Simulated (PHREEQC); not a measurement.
Solution (14 °C): 0.0012 mol CuCl2, 0.00083 mol HNO3 and 0.073 mol H3BO3 per kg of water. Closed to the air; pH follows from the charge balance.

Model: ion-association model, wateq4f.dat, run in PHREEQC.

Problem. The ionic strength comes out as 0.00442 mol/kgw. What activity coefficients do H+, NO3-, CuCl+, Cl-, Cu+2 get?

Solution. H+ 0.94, NO3- 0.93, CuCl+ 0.93, Cl- 0.93, Cu+2 0.76.

Precipitation was switched off in this run. Species that the database lacks are ignored. Constants without temperature data keep their 25 °C values here.
